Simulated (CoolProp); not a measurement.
R123 at 255.08 K and 0.00844 MPa is compressed adiabatically to 0.0341 MPa with isentropic efficiency 0.85. Each further row changes one setting.

Computed with CoolProp (reference Helmholtz-energy equation of state, Younglove 1994). It is a modified Benedict-Webb-Rubin equation, recast in Helmholtz form.

| case | work (kJ/kg) | final temperature (K) | final density (kg/m³) |
|---|---|---|---|
| as stated | 24.0 | 293.4 | 2.17 |
| efficiency 1 | 20.4 | 288.1 | 2.21 |
| efficiency 0.65 | 31.4 | 304.3 | 2.09 |
